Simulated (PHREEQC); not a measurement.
Solution (20 °C and 300 atm): 0.032 mol Ba(NO3)2 per kg of water. Closed to the air; pH follows from the charge balance.

Computed with PHREEQC (ion-association model, phreeqc.dat).

No solid was allowed to form.

Problem. What specific conductance, density does the model give?

Solution. specific conductance 6000 µS/cm; density 1.019 g/cm³.

Under pressure, the constants of complexes without a molar volume in the database are unreliable.
